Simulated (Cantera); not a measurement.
Feed: 1 mol Fe3O4, 0.69 mol CH4, 0.16 mol N2, held at 0.330 bar.

Equilibrium computed with Cantera from the NASA thermochemical tables; the gas is ideal and each condensed phase is pure. Candidate condensed phases: C, C6H6, C7H8, C8H18, Fe, Fe(CO)5, FeO, Fe(OH)2, Fe(OH)3, Fe2O3, Fe3O4, H2O; 140 gas species. Mutual solubility and eutectic melting of coexisting phases are not modelled. The tables' stoichiometric FeO is somewhat more stable than real wüstite, so its field is too wide. FeO: taken at fixed stoichiometry. Kinetics and transport are ignored. All values below are at 775 °C.

Base state: H2 0.515, CO 0.250, H2O 0.103, N2 0.0718, CO2 0.0594, CH4 0.000394, NH3 1.40e-5 (mole fractions); condensed: Fe(α) + FeO(s).

Task: What changes in the equilibrium state with this change: 1.2 mol H2O added?

Result: 
```tsv
species	before	after
H2	0.515	0.412
H2O	0.103	0.341
CO	0.250	0.101
CO2	0.0594	0.0997
N2	0.0718	0.0466
CH4	0.000394	2.47e-5
NH3	1.40e-5	8.08e-6
Fe(α), mol	0.0514	0
FeO(s), mol	2.95	3.00
```
